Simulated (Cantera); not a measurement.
A closed system holds: 1 mol SiH₂Cl₂, 0.94 mol NH₃, equilibrated at 1823.15 K and 1.88 Torr.

Equilibrium computed with Cantera from the NASA thermochemical tables; the gas is ideal and each condensed phase is pure. Candidate condensed phases: NH₄Cl, Si, Si₃N₄; 28 gas species. The tables' values for SiCl, SiCl₃, SiN are old estimates; treat these amounts as uncertain. Gases not in the tables: Si₂H₆ and higher silanes. Kinetics and transport are ignored.

Base state: H₂ 0.528, HCl 0.172, SiCl₂ 0.167, N₂ 0.120, H 0.00631, Si 0.00177, SiCl 0.00158, Cl 0.00156 (mole fractions); condensed: Si(l).

Problem. What changes in the equilibrium state with this change: pressure from 1.88 Torr to 75.0 Torr?

Solution. 
```tsv
species	before	after
H₂	0.528	0.536
HCl	0.172	0.171
SiCl₂	0.167	0.163
H	0.00631	0.00100
SiCl₃	0.000903	0.00551
N₂	0.120	0.121
Si₂	1.15e-5	2.87e-7
Si	0.00177	4.43e-5
SiH₂Cl₂	9.16e-7	3.63e-5
Si(l), mol	0.329	0.343
```
The tables' values for SiCl₃, SiCl are old estimates; treat these amounts as uncertain.

Problem. What changes in the equilibrium state with this change: temperature from 1823.15 K to 1700 K?

Solution. 
```
species      before     after
----------  -------  --------
H₂            0.528     0.539
SiCl₂         0.167     0.174
HCl           0.172     0.162
N₂            0.120     0.121
Si₂         1.15e-5   1.19e-6
Si          0.00177  0.000271
SiH         6.88e-5   1.54e-5
SiN         1.27e-5   2.86e-6
Si(l), mol    0.329     0.316
```
The tables' values for SiCl₃, SiCl are old estimates; treat these amounts as uncertain.

Problem. What changes in the equilibrium state with this change: NH₃ from 0.94 to 7.1 mol?

Solution. 
| species | before | after |
|---|---|---|
| H₂ | 0.528 | 0.674 |
| N₂ | 0.120 | 0.218 |
| HCl | 0.172 | 0.0735 |
| SiCl₂ | 0.167 | 0.0240 |
| SiCl₃ | 0.000903 | 4.89e-5 |
| SiCl | 0.00158 | 0.000599 |
| Cl | 0.00156 | 0.000592 |
| SiN | 1.27e-5 | 1.71e-5 |
| Si(l), mol | 0.329 | 0.567 |
